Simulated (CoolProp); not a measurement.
Vapour-liquid equilibrium of toluene (1) + n-decane (2) at 0.632 kPa; x and y are mole fractions of (1).

The numbers come from the multi-fluid Helmholtz-energy mixture model, Lemmon 2006 and Lemmon 2006; pair parameters Bell 2016 in CoolProp.

Give the bubble temperature and the first vapour's composition at x = 0.05, 0.5, 0.725. Is there an azeotrope?

x = 0.05: 306.3 K, y = 0.526; x = 0.5: 275.5 K, y = 0.973; x = 0.725: 271.5 K, y = 0.988. No azeotrope shows between x = 0.05 and 0.95.

The pair parameters rest on a limited set of measurements; away from them the model extrapolates.
